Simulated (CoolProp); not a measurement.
The fluid at 298.15 K and 0.21 MPa (gas) is heated at constant pressure to 421.1 K. The same conditions are run with several fluids, on thermodynamics alone (safety and materials aside).

Model: reference Helmholtz-energy equation of state of each fluid (isobutane: Bücker 2006; propane: Lemmon 2009; C2F6 (R116): Lemmon 2006; R410A: Lemmon 2003), in CoolProp. Blends and air are pseudo-pure fits.

Task: Rank isobutane, propane, C2F6 (R116), R410A by heat (kJ/kg), highest first.

Result: isobutane (244), propane (242), R410A (113), C2F6 (R116) (106)

| fluid | final density (kg/m³) |
|---|---|
| isobutane | 3.55 |
| propane | 2.67 |
| C2F6 (R116) | 8.33 |
| R410A | 4.39 |
